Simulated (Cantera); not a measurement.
An adiabatic, constant-pressure homogeneous reactor starts with 3.27 % CH4, 0.275 % CO, 20.2 % O2, 76.2 % N2, at 1700 K and 2780 Torr.

Computed with Cantera and GRI-Mech 3.0 (53 species, 325 reactions).

### Question
Predict: time of steepest temperature rise; temperature at 0.900 s; equilibrium temperature; x(CO) at 0.900 s; x(O2) at 0.900 s.

### Answer
```json
{
  "time_of_steepest_temperature_rise": "62.7 µs",
  "temperature at 0.900 s": "2347 K",
  "equilibrium_temperature": "2347 K",
  "x(CO) at 0.900 s": "0.000786 (gas-phase equilibrium 0.000786)",
  "x(O2) at 0.900 s": "0.128 (gas-phase equilibrium 0.128)"
}
```
